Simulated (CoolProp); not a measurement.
CF4 (R14) along the isotherm 248.5 K: Z from the reference equation and from simpler models built on Tc = 227.4 K, pc = 3.762 MPa, ω = 0.178; each cubic takes its own stable root.

Computed with CoolProp (reference Helmholtz-energy equation of state, Platzer 1990). This equation is an older, rougher fit; its heat capacities, sound speeds and derivatives of the liquid may be far off and weren't checked against measurements.

```json
[
 {"p (MPa)": "0.119", "phase": "gas", "reference": "0.9918"},
 {"p (MPa)": "0.175", "phase": "gas", "reference": "0.9879"},
 {"p (MPa)": "0.256", "phase": "gas", "reference": "0.9823"},
 {"p (MPa)": "0.376", "phase": "gas", "reference": "0.9739"},
 {"p (MPa)": "0.552", "phase": "gas", "reference": "0.9615"},
 {"p (MPa)": "0.811", "phase": "gas", "reference": "0.9429"},
 {"p (MPa)": "1.19", "phase": "gas", "reference": "0.9151"},
 {"p (MPa)": "1.75", "phase": "gas", "reference": "0.8724"},
 {"p (MPa)": "2.56", "phase": "gas", "reference": "0.8063"},
 {"p (MPa)": "3.76", "phase": "gas", "reference": "0.6947"},
 {"p (MPa)": "5.52", "phase": "supercritical", "reference": "0.4915"},
 {"p (MPa)": "8.11", "phase": "supercritical", "reference": "0.4054"},
 {"p (MPa)": "11.9", "phase": "supercritical", "reference": "0.4986"},
 {"p (MPa)": "17.5", "phase": "supercritical", "reference": "0.6615"},
 {"p (MPa)": "25.6", "phase": "supercritical", "reference": "0.8943"},
 {"p (MPa)": "37.6", "phase": "supercritical", "reference": "1.225"}
]
```

Task: How far does each simpler model (van der Waals, Soave-Redlich-Kwong, Peng-Robinson) lie from the reference over these 16 states: mean and median of the absolute difference, and the worst?

Result: 
- van der Waals: mean 8.2 %, median 0.5 %, worst +26.3 % at 248.5 K and 37.6 MPa
- Soave-Redlich-Kwong: mean 2.0 %, median 0.2 %, worst +11.6 % at 248.5 K and 8.11 MPa
- Peng-Robinson: mean 2.6 %, median 1.3 %, worst -10.5 % at 248.5 K and 37.6 MPa
